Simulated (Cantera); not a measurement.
A freely propagating, adiabatic, planar premixed flame of CH₄ : O₂ : N₂ = 1 : 1.43 : 3.71 (molar parts), equivalence ratio 1.4, unburnt at 300 K and 100000 Pa; mixture-averaged transport, grid criteria slope 0.08 and curve 0.16, no radiation.

Detailed kinetics in Cantera: GRI-Mech 3.0 (53 species, 325 reactions). Burning velocities carry a grid error of a few per cent, more on coarse grids.

| quantity | before | after |
|---|---|---|
| laminar burning velocity | 42.3 cm/s | 48.2 cm/s |
| thermal thickness | 0.421 mm | 0.407 mm |
| peak x(HCN) | 5.46e-5 | 5.46e-5 |
| peak x(CO) | 0.102 | 0.102 |
| peak x(CH₂O) | 0.00143 | 0.00145 |
| peak x(HCO) | 4.42e-5 | 4.72e-5 |

Q: What was changed between the two runs?
A) inlet temperature 300 to 575 K
B) inlet temperature 300 to 325 K
C) CH4 1 to 0.75 parts
D) inlet temperature 300 to 548 K

A: B, inlet temperature 300 to 325 K
